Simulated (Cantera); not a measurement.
**Equilibrium for roasting and sulfation: FeS + SO2 + O2**

A closed system holds: 1 mol FeS, 0.082 mol SO2, 0.31 mol O2, at 0.150 bar.

Cantera equilibrium calculation (NASA polynomials, part measured and part estimated; ideal gas, pure solids and liquids). Candidate condensed phases: Fe, FeO, FeS, FeSO4, FeS2, Fe2O3, Fe2(SO4)3, Fe3O4, S; 12 gas species. Metal and sulfide melt together well below either melting point, which pure phases cannot show. Mutual solubility and eutectic melting of coexisting phases are not modelled. The tables' stoichiometric FeO is somewhat more stable than real wüstite, so its field is too wide. FeO, FeS: taken at fixed stoichiometry. Gases not in the tables: S3 to S7. Equilibrium is a limit: real reactors are often held back by kinetics, nucleation or transport.

```
T (K)  x SO2    x S2    x S2O      x SO       x S    x SO3      x O2  n FeS(s)  n Fe3O4(s)  n FeO(s)
-----  -----  ------  -------  --------  --------  -------  --------  --------  ----------  --------
948    0.971  0.0270  0.00244   1.90e-5  7.06e-10  4.46e-8    <1e-12     0.805      0.0651         0
1023   0.958  0.0385  0.00306   6.38e-5   6.29e-9  8.67e-8    <1e-12     0.801      0.0664         0
1098   0.944  0.0524  0.00370  0.000182   4.16e-8  1.53e-7    <1e-12     0.796      0.0680         0
1173   0.927  0.0682  0.00435  0.000450   2.16e-7  2.51e-7  4.74e-12     0.791      0.0698         0
1248   0.908  0.0857  0.00500  0.000998   9.19e-7  3.87e-7  3.85e-11     0.785      0.0718         0
1323   0.888   0.104  0.00561   0.00201   3.31e-6  5.64e-7  2.46e-10     0.778      0.0739         0
1398   0.851   0.138  0.00665   0.00382   1.10e-5  7.45e-7   1.19e-9     0.735           0     0.265
```
x: gas mole fraction; n: condensed amount in mol.

From 948 K to 1323 K the condensed part is FeS(s) + Fe3O4(s). At 1398 K the condensed part is FeO(s) + FeS(s).
